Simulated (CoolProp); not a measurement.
A simple Rankine cycle with n-perfluoropentane: condensing at 289.15 K, boiler at 1.33 MPa, turbine inlet 403.7 K, turbine efficiency 0.8, pump efficiency 0.8, no recuperator. Each further row changes one setting.

Computed with CoolProp (reference Helmholtz-energy equation of state, Gao 2022).

```
case                             thermal efficiency (%)  net work (kJ/kg)  heat in (kJ/kg)  turbine exit temperature (K)  volume ratio over the turbine
-------------------------------  ----------------------  ----------------  ---------------  ----------------------------  -----------------------------
as stated                                          12.8              22.8              179                         361.2                              …
turbine inlet 423.7 K                              12.4              24.9              202                             …                           26.8
condensing temperature 281.15 K                       …              25.5                …                             …                              …
boiler pressure 0.931 MPa                          11.6              21.6                …                         370.4                           17.7
turbine efficiency 0.7                             11.1              19.9              179                         364.5                              …
```

Q: Fill in the missing entries.

A: 
- as stated, volume ratio over the turbine: 30.2
- turbine inlet 423.7 K, turbine exit temperature (K): 383.9
- condensing temperature 281.15 K, thermal efficiency (%): 13.7
- condensing temperature 281.15 K, heat in (kJ/kg): 187
- condensing temperature 281.15 K, turbine exit temperature (K): 358.0
- condensing temperature 281.15 K, volume ratio over the turbine: 42.1
- boiler pressure 0.931 MPa, heat in (kJ/kg): 186
- turbine efficiency 0.7, volume ratio over the turbine: 30.4
